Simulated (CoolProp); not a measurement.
Vapour-liquid equilibrium of fluoroethane (R161) (1) + R1234yf (2) at 1.35 °C; x and y are mole fractions of (1).

Model: multi-fluid Helmholtz-energy mixture model, Wu 2012 and Lemmon 2022; pair parameters Bell 2016, in CoolProp.

```json
[
 {"x": "0.05", "bubble pressure (MPa)": "0.3390", "y at the bubble point": "0.071", "dew pressure at overall composition x (MPa)": "0.3365", "liquid density (mol/L)": "10.47"},
 {"x": "0.125", "bubble pressure (MPa)": "0.3513", "y at the bubble point": "0.170", "dew pressure at overall composition x (MPa)": "0.3457", "liquid density (mol/L)": "10.76"},
 {"x": "0.2", "bubble pressure (MPa)": "0.3633", "y at the bubble point": "0.262", "dew pressure at overall composition x (MPa)": "0.3552", "liquid density (mol/L)": "11.07"},
 {"x": "0.275", "bubble pressure (MPa)": "0.3747", "y at the bubble point": "0.347", "dew pressure at overall composition x (MPa)": "0.3650", "liquid density (mol/L)": "11.40"},
 {"x": "0.35", "bubble pressure (MPa)": "0.3857", "y at the bubble point": "0.427", "dew pressure at overall composition x (MPa)": "0.3751", "liquid density (mol/L)": "(withheld)"},
 {"x": "0.425", "bubble pressure (MPa)": "0.3961", "y at the bubble point": "(withheld)", "dew pressure at overall composition x (MPa)": "0.3853", "liquid density (mol/L)": "12.11"},
 {"x": "0.5", "bubble pressure (MPa)": "0.4059", "y at the bubble point": "0.573", "dew pressure at overall composition x (MPa)": "0.3957", "liquid density (mol/L)": "12.50"},
 {"x": "0.575", "bubble pressure (MPa)": "0.4152", "y at the bubble point": "0.641", "dew pressure at overall composition x (MPa)": "0.4061", "liquid density (mol/L)": "(withheld)"},
 {"x": "0.65", "bubble pressure (MPa)": "(withheld)", "y at the bubble point": "0.706", "dew pressure at overall composition x (MPa)": "0.4164", "liquid density (mol/L)": "13.34"},
 {"x": "0.725", "bubble pressure (MPa)": "0.4320", "y at the bubble point": "0.770", "dew pressure at overall composition x (MPa)": "0.4263", "liquid density (mol/L)": "13.80"},
 {"x": "0.8", "bubble pressure (MPa)": "0.4395", "y at the bubble point": "0.833", "dew pressure at overall composition x (MPa)": "0.4357", "liquid density (mol/L)": "14.28"},
 {"x": "0.875", "bubble pressure (MPa)": "0.4464", "y at the bubble point": "0.895", "dew pressure at overall composition x (MPa)": "0.4443", "liquid density (mol/L)": "14.80"},
 {"x": "0.95", "bubble pressure (MPa)": "0.4527", "y at the bubble point": "0.958", "dew pressure at overall composition x (MPa)": "(withheld)", "liquid density (mol/L)": "15.36"}
]
```

What belongs in the gaps?


- 0.35, liquid density (mol/L): 11.75
- 0.425, y at the bubble point: 0.502
- 0.575, liquid density (mol/L): 12.90
- 0.65, bubble pressure (MPa): 0.4239
- 0.95, dew pressure at overall composition x (MPa): 0.4520

No azeotrope shows between x = 0.05 and 0.95.

The pair parameters rest on a limited set of measurements; away from them the model extrapolates.
